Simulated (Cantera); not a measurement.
Fe(CO)5 + CO + N2 (iron carbonyl, mercury and lead vapours)

A closed system holds: 1 mol Fe(CO)5, 0.046 mol CO, 61 mol N2, at 750 Torr.

Equilibrium computed with Cantera from the NASA thermochemical tables; the gas is ideal and each condensed phase is pure. Candidate condensed phases: C, Fe, Fe(CO)5, FeO, Fe2O3, Fe3O4; 27 gas species. Iron dissolves carbon and melts from about 1420 K in contact with it, which pure phases cannot show. Condensed phases not in the tables: cementite and carbon dissolved in iron. Equilibrium is a limit: real reactors are often held back by kinetics, nucleation or transport.

```
T (K)  log p N2  log p CO  log p CO2  log p Fe  n C(graphite)  n Fe(γ)  n Fe(δ)
-----  --------  --------  ---------  --------  -------------  -------  -------
1373      -0.03     -1.12      -4.88     -8.11       0.000876    1.000        0
1423      -0.03     -1.12      -5.10     -7.57       0.000525    1.000        0
1473      -0.03     -1.12      -5.31     -7.08              0    1.000        0
1523      -0.03     -1.12      -5.50     -6.61              0    1.000        0
1573      -0.03     -1.12      -5.68     -6.18              0    1.000        0
1623      -0.03     -1.12      -5.85     -5.78              0    1.000        0
1673      -0.03     -1.12      -6.00     -5.40              0        0    1.000
```
log p: log10 of the partial pressure in bar; n: condensed amount in mol.

From 1373 K to 1423 K the condensed part is C(graphite) + Fe(γ). From 1473 K to 1623 K the condensed part is Fe(γ). At 1673 K the condensed part is Fe(δ).
